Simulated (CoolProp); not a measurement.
Aqueous potassium formate as a coolant, at 2 °C, 1 atm.

Computed with CoolProp (Melinder's fits for secondary coolants).

| mass % | freezing point (°C) | conductivity (W/(m K)) | viscosity (mPa s) | density (kg/m³) | Prandtl number |
|---|---|---|---|---|---|
| 2.5 | -1.1 | 0.562 | 1.74 | ? | 12.7 |
| 5.9 | -2.7 | 0.558 | 1.81 | 1038 | 12.9 |
| 9.3 | -4.5 | 0.553 | 1.86 | 1059 | 12.9 |
| 12.7 | -6.5 | 0.548 | 1.92 | 1080 | 13.0 |
| 16.1 | -8.8 | 0.543 | 2.00 | ? | 13.2 |
| 19.5 | ? | ? | ? | 1124 | 13.5 |
| 22.9 | -14.0 | 0.532 | 2.23 | 1147 | 14.0 |
| 26.3 | -17.2 | 0.526 | 2.37 | 1170 | 14.5 |
| 29.7 | -20.8 | 0.519 | 2.51 | 1194 | 15.1 |
| 33.1 | -24.9 | 0.512 | 2.66 | 1219 | 15.7 |
| 36.5 | -29.6 | 0.505 | 2.82 | 1243 | 16.4 |
| 39.9 | ? | 0.496 | 3.03 | 1269 | 17.4 |

Fill in the missing entries.


- 2.5, density (kg/m³): 1017
- 16.1, density (kg/m³): 1102
- 19.5, freezing point (°C): -11.2
- 19.5, conductivity (W/(m K)): 0.537
- 19.5, viscosity (mPa s): 2.11
- 39.9, freezing point (°C): -34.8
